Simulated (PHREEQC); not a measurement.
Synthetic water in mg/L, 25 °C, pH 7.12, pe 10:

```tsv
constituent	mg/L
Na	23.8
K	13.4
Ca	7.89
Mg	0.85
Cl	32.6
S(6) as SO4	8.08
Alkalinity as HCO3	46.5
Cu(2)	0.443
B	0.0551
N(5) as NO3	0.0957
Br	1.63
O(0) (dissolved oxygen)	0.791
```

Valence states are taken as typed.

Computed with PHREEQC (ion-association model, wateq4f.dat).

No solid was allowed to form.

Problem. Order these C species by the share of C that they hold, largest first: CuCO3, CO2, CaHCO3+, HCO3-.

Solution. HCO3- (86 %), CO2 (14 %), CuCO3 (0.24 %), CaHCO3+ (0.17 %)

The pH is 7.12 and the ionic strength 0.00215 mol/kgw. Examples of supersaturated solids here: Malachite, Tenorite (slow to form). Others may be too. Species that the database lacks are ignored. The database's constant for dissolved Cu(OH)2 is higher than later reviews accept.
